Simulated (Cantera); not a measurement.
An isothermal, constant-pressure homogeneous reactor starts with H₂ : O₂ : N₂ = 0.18 : 1 : 1.9 (molar parts), equivalence ratio 0.090, at 1250 K and 1330 Pa.

Model: the H2/O2 subset of GRI-Mech 3.0, which has no nitrogen chemistry, integrated in Cantera. Radical loss at walls, strong at low pressure, is not modelled. The temperature is held fixed by assumption; the heat of reaction is taken as removed at once.

One state of this run: x H₂ = 0.00203; x O₂ = 0.289; x O = 0.0238; x H₂O₂ = 6.44e-8; x HO₂ = 1.59e-6; x OH = 0.00348. x: mole fraction; the columns are a selection and need not sum to one.

### Question
Which value of t (s) does it belong to?
(A) 0.000182
(B) 0.000777
(C) 0.0141
(D) 1.10

### Answer
C, 0.0141
